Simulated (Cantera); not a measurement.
What does this Cantera script print?

```python
import numpy as np
import cantera as ct

gas = ct.Solution("gri30.yaml")
gas.TPX = 1175, 100000, {'CH4': 1, 'C2H6': 0.19, 'O2': 1.27, 'N2': 4.77}
reactor = ct.IdealGasReactor(gas, energy="on", clone=False)
net = ct.ReactorNet([reactor])
net.rtol, net.atol = 1e-08, 1e-16
show = ['CH4', 'C2H6', 'O2', 'NO', 'NO2']
times = np.geomspace(8e-06, 0.2, 14)

steps = ct.SolutionArray(gas, extra=["t"])
rows = []
print(f"{'t/s':>10s}{'T/K':>9s}{'P/Pa':>11s}" + "".join(f"{s:>11s}" for s in show))
for t in times:
    while net.time < t:
        t_next = net.step()
        steps.append(gas.state, t=t_next)
    rows.append([np.interp(t, steps.t, y) for y in (steps.T, steps.P, *steps(*show).X.T)])
    print(f"{t:10.3e}{rows[-1][0]:9.1f}{rows[-1][1]:11.4g}" + "".join(f"{x:11.3e}" for x in rows[-1][2:]))
rate = np.gradient(steps.T, steps.t)
print("integrator steps:", len(steps.t))
if steps.T.max() > steps.T[0] + 200:
    print(f"time of steepest temperature rise: {steps.t[rate.argmax()]:.4e} s")
gas.TPX = 1175, 100000, {'CH4': 1, 'C2H6': 0.19, 'O2': 1.27, 'N2': 4.77}
gas.equilibrate("UV")
print(f"equilibrium (UV): T = {gas.T:.1f} K  " + "  ".join(f"{s} {gas[s].X[0]:.3e}" for s in show))
```

It prints:

```
       t/s      T/K       P/Pa        CH4       C2H6         O2         NO        NO2
 8.000e-06   1175.0      1e+05  1.383e-01  2.628e-02  1.757e-01  7.430e-22  2.688e-28
 1.743e-05   1175.0      1e+05  1.383e-01  2.628e-02  1.757e-01  4.087e-21  9.806e-27
 3.799e-05   1175.0      1e+05  1.383e-01  2.628e-02  1.757e-01  2.126e-20  4.146e-25
 8.279e-05   1175.0      1e+05  1.383e-01  2.628e-02  1.757e-01  1.059e-19  1.833e-23
 1.804e-04   1175.0      1e+05  1.383e-01  2.628e-02  1.757e-01  5.398e-19  8.109e-22
 3.932e-04   1175.0      1e+05  1.383e-01  2.627e-02  1.756e-01  3.417e-18  3.828e-20
 8.569e-04   1175.0      1e+05  1.383e-01  2.622e-02  1.756e-01  4.408e-17  2.762e-18
 1.867e-03   1176.8  1.002e+05  1.379e-01  2.585e-02  1.752e-01  2.008e-15  5.872e-16
 4.069e-03   1239.5  1.063e+05  1.286e-01  1.924e-02  1.640e-01  5.667e-13  3.460e-13
 8.868e-03   2509.9  2.587e+05  1.337e-10  3.557e-21  6.811e-06  1.639e-04  1.318e-09
 1.933e-02   2510.3  2.587e+05  1.314e-10  3.450e-21  6.845e-06  1.140e-04  9.193e-10
 4.211e-02   2510.4  2.587e+05  1.313e-10  3.446e-21  6.847e-06  1.116e-04  8.994e-10
 9.178e-02   2510.4  2.587e+05  1.313e-10  3.446e-21  6.847e-06  1.116e-04  8.994e-10
 2.000e-01   2510.4  2.587e+05  1.313e-10  3.446e-21  6.847e-06  1.116e-04  8.994e-10
integrator steps: 2108
time of steepest temperature rise: 4.5929e-03 s
equilibrium (UV): T = 2510.4 K  CH4 1.477e-10  C2H6 4.238e-21  O2 6.847e-06  NO 1.116e-04  NO2 8.994e-10
```

Detailed kinetics in Cantera: GRI-Mech 3.0 (53 species, 325 reactions).
